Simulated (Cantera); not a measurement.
Cantera run, input and output.

```python
import numpy as np
import cantera as ct

gas = ct.Solution("gri30.yaml")
gas.TPX = 1848, 101325, {'C2H6': 0.2, 'N2': 120}
inlet = ct.Reservoir(gas, clone=True)

reactor = ct.IdealGasConstPressureReactor(gas, energy="off", clone=False)
exhaust = ct.Reservoir(gas, clone=True)
tau = [16, 5.7, 2, 0.69, 0.24, 0.083, 0.029, 0.01, 0.0035, 0.0012][0]
for a, b in ((inlet, reactor), (reactor, exhaust)):
    ct.MassFlowController(a, b, mdot=lambda t: reactor.mass / tau)
net = ct.ReactorNet([reactor])
show = ['C2H6', 'C2H', 'CH2', 'H2', 'C2H4']

rows = []
print(f"{'tau/s':>10s}{'T/K':>9s}" + "".join(f"{s:>11s}" for s in show))
for tau in [16, 5.7, 2, 0.69, 0.24, 0.083, 0.029, 0.01, 0.0035, 0.0012]:
    net.initial_time = 0.0
    net.advance(30 * tau)
    before = gas.X
    net.advance(40 * tau)
    drift = np.max(np.abs(gas.X - before) / (gas.X + 1e-9))
    rows.append([gas.T, *gas[show].X, drift])
    print(f"{tau:10.3e}{gas.T:9.1f}" + "".join(f"{x:11.3e}" for x in gas[show].X))
```

Result:

```
     tau/s      T/K       C2H6        C2H        CH2         H2       C2H4
 1.600e+01   1848.0  2.414e-09  1.095e-07  2.634e-08  3.276e-03  8.473e-08
 5.700e+00   1848.0  6.926e-09  1.215e-07  4.643e-08  3.259e-03  1.386e-07
 2.000e+00   1848.0  2.016e-08  1.363e-07  8.266e-08  3.230e-03  2.937e-07
 6.900e-01   1848.0  5.918e-08  1.529e-07  1.475e-07  3.183e-03  7.459e-07
 2.400e-01   1848.0  1.699e-07  1.721e-07  2.601e-07  3.113e-03  1.988e-06
 8.300e-02   1848.0  4.824e-07  1.989e-07  4.597e-07  3.017e-03  5.240e-06
 2.900e-02   1848.0  1.328e-06  2.412e-07  8.112e-07  2.901e-03  1.295e-05
 1.000e-02   1848.0  3.615e-06  3.108e-07  1.437e-06  2.767e-03  3.009e-05
 3.500e-03   1848.0  9.491e-06  4.137e-07  2.459e-06  2.608e-03  6.428e-05
 1.200e-03   1848.0  2.492e-05  5.491e-07  4.020e-06  2.381e-03  1.306e-04
```

Detailed kinetics in Cantera: GRI-Mech 3.0 (53 species, 325 reactions). GRI-Mech 3.0 stops at C3 and has no aromatics, soot or wall deposition, so with more carbon than oxygen in the feed, carbon stays in small species such as C2H2 where larger ones or solid carbon would form.
